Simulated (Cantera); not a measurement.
An isothermal, constant-pressure homogeneous reactor starts with H2 : O2 = 0.24 : 1 (molar parts), equivalence ratio 0.12, at 1175 K and 0.00970 bar.

Detailed kinetics in Cantera: the H2/O2 subset of GRI-Mech 3.0, which has no nitrogen chemistry. Radical loss at walls, strong at low pressure, is not modelled. The temperature is held fixed by assumption; the heat of reaction is taken as removed at once.

One state of this run: x H2 = 1.69e-7; x O2 = 0.786; x HO2 = 1.03e-8; x H2O = 0.214; x O = 1.21e-6; x H2O2 = 2.33e-9; x OH = 4.16e-5. x: mole fraction; the columns are a selection and need not sum to one.

### Question
Which value of t (s) does it belong to?
A. 12.2
B. 0.000622
C. 3.69e-5
D. 50.0

### Answer
A, 12.2
